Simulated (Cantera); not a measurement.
Pyrogenic steam for wet oxidation

A perfectly stirred reactor is fed with 16.5 % H2, 44.6 % O2, 38.8 % N2, at 100.0 Torr; it is held at 1348 K, and followed from long to short residence time.

Model: GRI-Mech 3.0 (53 species, 325 reactions), integrated in Cantera. The temperature is held fixed by assumption; the heat of reaction is taken as removed at once.

```csv
τ (s),x H2,x O2,x HO2,x N2O,x NO,x H,x H2O
18,1.53e-5,0.396,5.17e-7,1.42e-7,1.03e-6,7.20e-7,0.180
5.3,3.45e-5,0.396,1.09e-6,1.71e-7,8.63e-7,2.49e-6,0.180
1.6,7.60e-5,0.396,2.22e-6,1.72e-7,6.36e-7,8.41e-6,0.180
0.47,0.000170,0.396,4.42e-6,1.54e-7,4.49e-7,2.91e-5,0.179
0.14,0.000372,0.396,8.15e-6,1.26e-7,3.65e-7,9.86e-5,0.179
0.041,0.000815,0.395,1.38e-5,9.66e-8,4.26e-7,0.000337,0.177
0.012,0.00175,0.393,2.07e-5,7.04e-8,7.08e-7,0.00113,0.175
0.0037,0.00357,0.390,2.70e-5,4.99e-8,1.29e-6,0.00350,0.170
0.0011,0.00718,0.384,3.14e-5,3.35e-8,2.16e-6,0.0103,0.160
0.00033,0.0136,0.376,3.22e-5,2.16e-8,2.54e-6,0.0245,0.141
```
x: mole fraction; the columns are a selection and need not sum to one.
